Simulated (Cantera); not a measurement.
A perfectly stirred reactor is fed with CH4 : H2 : H = 0.015 : 1 : 0.043 (molar parts), at 105 Torr; it is held at 1500 K, and followed from long to short residence time.

Detailed kinetics in Cantera: GRI-Mech 3.0 (53 species, 325 reactions). GRI-Mech 3.0 stops at C3 and has no aromatics, soot or wall deposition, so with more carbon than oxygen in the feed, carbon stays in small species such as C2H2 where larger ones or solid carbon would form.

Q: What does this change do: pressure from 105 Torr to 33.8 Torr?

A: 
```
quantity                  before    after
----------------------  --------  -------
x(CH4) at τ = 0.310 s     0.0103  0.00928
x(H2) at τ = 0.310 s       0.987    0.987
x(H) at τ = 0.310 s     0.000390  0.00118
x(C2H2) at τ = 0.310 s   0.00190  0.00239
x(C2H) at τ = 0.310 s    1.41e-9  5.39e-9
x(CH4) at τ = 25.0 ms     0.0114   0.0103
x(H2) at τ = 25.0 ms       0.986    0.984
x(H) at τ = 25.0 ms      0.00128  0.00373
x(C2H2) at τ = 25.0 ms   0.00126  0.00159
x(C2H) at τ = 25.0 ms    3.08e-9  1.13e-8
```
Radical loss at walls, strong at low pressure, is not modelled.
